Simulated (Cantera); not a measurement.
Feed: 1 mol Si, 2.5 mol SF6, 70 mol N2, 3.3 mol NF3, held at 1673 K.

These are equilibrium values from Cantera (NASA tables, ideal gas, pure condensed phases), not measurements of a reactor. Candidate condensed phases: S, Si, Si3N4; 29 gas species. The tables' values for SF3, S2F2 (SSF2), SF5 are old estimates; treat these amounts as uncertain. Equilibrium is a limit: real reactors are often held back by kinetics, nucleation or transport.

x: gas mole fraction; nothing condenses.

```csv
P (Pa),x N2,x F,x SF4,x SF2,x SF6,x SiF4
1,0.755,0.217,3.42e-10,0.000650,<1e-12,0.0105
4.20,0.761,0.209,4.21e-8,0.00490,<1e-12,0.0106
18,0.778,0.186,___,___,<1e-12,0.0109
75,0.786,0.176,4.91e-5,0.0253,5.77e-11,0.0110
320,0.789,0.172,0.000831,0.0246,1.71e-8,0.0110
1300,0.802,0.159,0.00756,0.0160,2.17e-6,0.0112
5600,0.824,0.135,0.0218,0.00340,8.49e-5,0.0115
24000,0.834,___,___,___,___,0.0116
100000,0.854,0.104,0.0170,1.40e-5,0.0125,0.0119
```

Task: Fill in the missing entries.

Result: 
- 18, x SF4: 2.30e-6
- 18, x SF2: 0.0183
- 24000, x F: 0.125
- 24000, x SF4: 0.0261
- 24000, x SF2: 0.000260
- 24000, x SF6: 0.00159
